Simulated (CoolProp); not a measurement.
R245ca along the isobar 54.7 bar: Z from the reference equation and from simpler models built on Tc = 174.4 °C, pc = 39.41 bar, ω = 0.355; each cubic takes its own stable root.

Model: reference Helmholtz-energy equation of state, Zhou 2016, in CoolProp.

```tsv
T (°C)	phase	reference
-63.35	liquid	0.2626
-46.85	liquid	0.2492
-30.35	liquid	0.2378
-13.85	liquid	0.2282
2.55	liquid	0.2202
19.05	liquid	0.2134
35.55	liquid	0.2078
52.05	liquid	0.2033
68.55	liquid	0.1999
85.05	liquid	0.1976
101.55	liquid	0.1967
```

Question: How far does each simpler model (Redlich-Kwong, Soave-Redlich-Kwong) lie from the reference over these 11 states: mean and median of the absolute difference, and the worst?

Answer: 
- Redlich-Kwong: mean 13.1 %, median 12.8 %, worst +15.4 % at 101.55 °C and 54.7 bar
- Soave-Redlich-Kwong: mean 8.6 %, median 8.3 %, worst +10.1 % at -63.35 °C and 54.7 bar
